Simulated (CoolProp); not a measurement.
Vapour-liquid equilibrium of carbon dioxide (1) + n-pentane (2) at 2.35 °C; x and y are mole fractions of (1).

Model: multi-fluid Helmholtz-energy mixture model, Span 1996 and Thol 2019; pair parameters Kunz 2012, in CoolProp.

Task: Give the bubble pressure and the first vapour's composition at x = 0.425, 0.5, 0.95. Is there an azeotrope?

Result: x = 0.425: 18.94 bar, y = 0.983; x = 0.5: 21.06 bar, y = 0.985; x = 0.95: 34.41 bar, y = 0.997. No azeotrope shows between x = 0.05 and 0.95.

Pair parameters are fitted to limited data, so mixtures are less certain than the pure fluids. The gap from Raoult's law changes sign with composition, which may be real or a fault of the pair parameters; it wasn't checked against measurements.
